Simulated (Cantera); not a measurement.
A perfectly stirred reactor is fed with CH4 : O2 : N2 : CO2 = 1 : 4.26 : 16 : 1.7 (molar parts), equivalence ratio 0.47, at 1350 Torr; it is adiabatic with a 723 K inlet, and is followed from long to short residence time, starting on the burning branch (τ in s: 0.039, 0.017, 0.0071, 0.003, 0.0013, 0.00056, 0.00024, 0.0001, 4.4e-05, 1.9e-05, 8.1e-06).

Model: GRI-Mech 3.0 (53 species, 325 reactions), integrated in Cantera.

### Question
What does this change do: inlet temperature 723 to 325 K?

### Answer
```json
[
 {"quantity": "blow-out, bracketed by the residence times tried", "before": "burning at 0.560 ms, out at 0.240 ms", "after": "not reached"},
 {"quantity": "x(CH4) at τ = 39.0 ms", "before": "2.31e-5", "after": "0.0436"},
 {"quantity": "x(O2) at τ = 39.0 ms", "before": "0.0985", "after": "0.186"},
 {"quantity": "x(CO2) at τ = 39.0 ms", "before": "0.117", "after": "0.0740"},
 {"quantity": "x(NO) at τ = 39.0 ms", "before": "3.86e-6", "after": "<1e-12"},
 {"quantity": "x(C2H2) at τ = 39.0 ms", "before": "3.16e-9", "after": "<1e-12"},
 {"quantity": "x(CH4) at τ = 0.560 ms", "before": "0.000490", "after": "0.0436"},
 {"quantity": "x(O2) at τ = 0.560 ms", "before": "0.103", "after": "0.186"},
 {"quantity": "x(CO2) at τ = 0.560 ms", "before": "0.108", "after": "0.0740"},
 {"quantity": "x(NO) at τ = 0.560 ms", "before": "1.14e-6", "after": "<1e-12"},
 {"quantity": "x(C2H2) at τ = 0.560 ms", "before": "2.88e-8", "after": "<1e-12"},
 {"quantity": "state", "before": "not reached", "after": "not burning at any residence time tried"}
]
```

### Question
What does this change do: CO2 1.7 to 1.1 parts?

### Answer
```
quantity                                                                        before                                 after
------------------------------------------------  ------------------------------------  ------------------------------------
blow-out, bracketed by the residence times tried  burning at 0.560 ms, out at 0.240 ms  burning at 0.240 ms, out at 0.100 ms
x(CH4) at τ = 39.0 ms                                                          2.31e-5                               2.02e-5
x(O2) at τ = 39.0 ms                                                            0.0985                                 0.101
x(CO2) at τ = 39.0 ms                                                            0.117                                0.0934
x(NO) at τ = 39.0 ms                                                           3.86e-6                               5.12e-6
x(C2H2) at τ = 39.0 ms                                                         3.16e-9                               2.43e-9
x(CH4) at τ = 0.560 ms                                                        0.000490                              0.000392
x(O2) at τ = 0.560 ms                                                            0.103                                 0.105
x(CO2) at τ = 0.560 ms                                                           0.108                                0.0855
x(NO) at τ = 0.560 ms                                                          1.14e-6                               1.73e-6
x(C2H2) at τ = 0.560 ms                                                        2.88e-8                               2.06e-8
```
